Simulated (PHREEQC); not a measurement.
A solution holds 14 mmol/kgw HF, 7.8 mmol/kgw NH4HF2 and 0.0094 mmol/kgw H4SiO4, at 25 °C. Closed to the air; pH follows from the charge balance.

All values are PHREEQC results (ion-association model, phreeqc.dat), not measurements.

```json
[
 {"quantity": "pH", "before": "2.79", "after": "3.80"},
 {"quantity": "ionic strength (mol/kgw)", "before": "0.00957", "after": "0.000240"},
 {"quantity": "HF (mol/kgw)", "before": "0.0193", "after": "5.62e-5"},
 {"quantity": "F- (mol/kgw)", "before": "0.00889", "after": "0.000240"},
 {"quantity": "HF2- (mol/kgw)", "before": "0.000660", "after": "5.17e-8"},
 {"quantity": "NH3 (mol/kgw)", "before": "2.47e-9", "after": "2.75e-10"},
 {"quantity": "SI of Quartz (SiO2)", "before": "-7.65", "after": "-3.05"}
]
```

**Question.** Name the change that produced these shifts.
A. temperature from 25 to 45 °C
B. HF from 0.014 to 0.028 mol/kgw
C. diluted 100-fold with water
D. temperature from 25 to 70 °C
E. H4SiO4 replaced by H2SiF6 at the same molality

**Answer.** C, diluted 100-fold with water

Precipitation was switched off in this run. SiF6-2 is the database's only silicon fluoride.
